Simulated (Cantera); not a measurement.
An adiabatic, constant-pressure homogeneous reactor starts with CH4 : O2 : N2 = 1 : 1.54 : 5.78 (molar parts), equivalence ratio 1.3, at 998 K and 1.00 atm. Integrator tolerance rtol = 1e-08.

Detailed kinetics in Cantera: GRI-Mech 3.0 (53 species, 325 reactions). Below about 1000 K GRI-Mech 3.0 lacks low-temperature oxidation paths.

What does this change do: 0.12 parts H2 added?


```csv
quantity,before,after
time of steepest temperature rise,1.31 s,0.151 s
temperature at 9.00 s,2516 K,2506 K
equilibrium temperature,2516 K,2506 K
x(CH4) at 9.00 s,<1e-12 (gas-phase equilibrium <1e-12),<1e-12 (gas-phase equilibrium <1e-12)
x(O2) at 9.00 s,0.000800 (gas-phase equilibrium 0.000800),0.000533 (gas-phase equilibrium 0.000533)
x(O) at 9.00 s,0.000443 (gas-phase equilibrium 0.000443),0.000344 (gas-phase equilibrium 0.000344)
x(NO2) at 9.00 s,7.23e-8 (gas-phase equilibrium 7.23e-8),4.75e-8 (gas-phase equilibrium 4.75e-8)
x(HCN) at 9.00 s,5.20e-9 (gas-phase equilibrium 5.20e-9),6.88e-9 (gas-phase equilibrium 6.88e-9)
```
